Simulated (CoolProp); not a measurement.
The fluid at 386.22 K and 0.599 MPa (gas) is heated at constant pressure to 471.9 K. The same conditions are run with several fluids, on thermodynamics alone (safety and materials aside).

The numbers come from the reference Helmholtz-energy equation of state of each fluid (n-perfluoropentane: Gao 2022; sulfur hexafluoride: Guder 2009; carbonyl sulfide: Lemmon 2006) in CoolProp.

```
fluid                heat (kJ/kg)  final density (kg/m³)
-------------------  ------------  ---------------------
n-perfluoropentane     (withheld)                   47.1
sulfur hexafluoride    (withheld)             (withheld)
carbonyl sulfide             68.4             (withheld)
```

Question: Fill in the missing entries.

Answer: 
- n-perfluoropentane, heat (kJ/kg): 86.5
- sulfur hexafluoride, heat (kJ/kg): 71.3
- sulfur hexafluoride, final density (kg/m³): 22.6
- carbonyl sulfide, final density (kg/m³): 9.32
